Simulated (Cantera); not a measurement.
An isothermal, constant-pressure homogeneous reactor starts with H2 : O2 = 0.011 : 1 (molar parts), at 1223 K and 10.00 Torr.

Model: GRI-Mech 3.0 (53 species, 325 reactions), integrated in Cantera. Radical loss at walls, strong at low pressure, is not modelled.

x: mole fraction; the columns are a selection and need not sum to one.

```
t (s)        x H2   x O2      x OH     x HO2       x O
--------  -------  -----  --------  --------  --------
4.00e-6    0.0109  0.989  3.08e-12  6.06e-11  3.09e-12
1.80e-5    0.0109  0.989  5.47e-11  2.72e-10  5.53e-11
8.08e-5    0.0109  0.989  6.99e-10   1.23e-9  7.33e-10
0.000363   0.0109  0.989   5.90e-9   5.52e-9       ___
0.00163    0.0109  0.989   1.67e-7   2.53e-8       ___
0.00734   0.00226  0.981   0.00204   1.48e-6       ___
0.0330    4.44e-5  0.980  0.000864   8.44e-7       ___
0.148     2.64e-5  0.984  0.000668   6.61e-7       ___
0.667     6.14e-6  0.988  0.000324   3.05e-7       ___
3.00      5.84e-7  0.989  0.000100   6.51e-8       ___
```

Problem. Some entries are withheld; supply them.

Solution. 
- 0.000363, x O: 7.10e-9
- 0.00163, x O: 2.33e-7
- 0.00734, x O: 0.00627
- 0.0330, x O: 0.00818
- 0.148, x O: 0.00478
- 0.667, x O: 0.00109
- 3.00, x O: 0.000104
